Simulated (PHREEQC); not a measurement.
A column of 0.5 m (40 cells, dispersivity 0.018 m, 720 s a shift, diffusion coefficient 3e-10 m²/s) holds 0.077 eq of the database's cation exchanger X per kg of pore water, first in equilibrium with 1.3 mmol/kgw CdCl2, 11 mmol/kgw CaCl2 and 0.01 mmol/kgw HCl. It is flushed with 53 mmol/kgw LiCl, 6.3 mmol/kgw SrCl2 and 0.01 mmol/kgw HCl, at 15 °C. Values are for the last cell. The system is closed to CO2. No solid was allowed to form.

Base run: PHREEQC, ion-association model, phreeqc.dat. Each further column changes one thing. The table gives Li in solution (mol/kgw).

```
pore volumes      base  exchange capacity from 0.077 to 0.038 eq/kgw  dispersivity from 0.018 to 0.036 m
------------  --------  --------------------------------------------  ----------------------------------
0                    0                                             0                                   0
0.6125        0.000348                                      0.000874                             0.00218
1.062           0.0180                                        0.0248                                 [?]
1.663           0.0441                                        0.0490                                 [?]
2.263           0.0512                                        0.0530                                 [?]
2.712           0.0528                                        0.0533                              0.0519
3.312           0.0534                                        0.0532                                 [?]
3.913           0.0534                                        0.0531                              0.0533
4.362           0.0534                                        0.0531                              0.0533
4.963           0.0534                                        0.0530                              0.0533
```

**Question.** Fill in the missing entries.

**Answer.** 
- 1.062, dispersivity from 0.018 to 0.036 m: 0.0215
- 1.663, dispersivity from 0.018 to 0.036 m: 0.0425
- 2.263, dispersivity from 0.018 to 0.036 m: 0.0499
- 3.312, dispersivity from 0.018 to 0.036 m: 0.0529
